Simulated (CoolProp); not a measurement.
Sulfur hexafluoride at several states: Z from the reference equation and from simpler models built on Tc = 318.7 K, pc = 3755 kPa, ω = 0.210; each cubic takes its own stable root.

Computed with CoolProp (reference Helmholtz-energy equation of state, Guder 2009).

| T (K) | p (kPa) | phase | reference |
|---|---|---|---|
| 508.6 | 19200 | supercritical | 0.9361 |
| 514.5 | 2310 | gas | 0.9689 |
| 451.9 | 238 | gas | 0.9940 |

**Question.** How far does each simpler model (Redlich-Kwong, Peng-Robinson) lie from the reference over these 3 states: mean and median of the absolute difference, and the worst?

**Answer.** 
- Redlich-Kwong: mean 2.7 %, median 1.4 %, worst -6.5 % at 508.6 K and 19200 kPa
- Peng-Robinson: mean 1.0 %, median 0.8 %, worst -2.1 % at 508.6 K and 19200 kPa
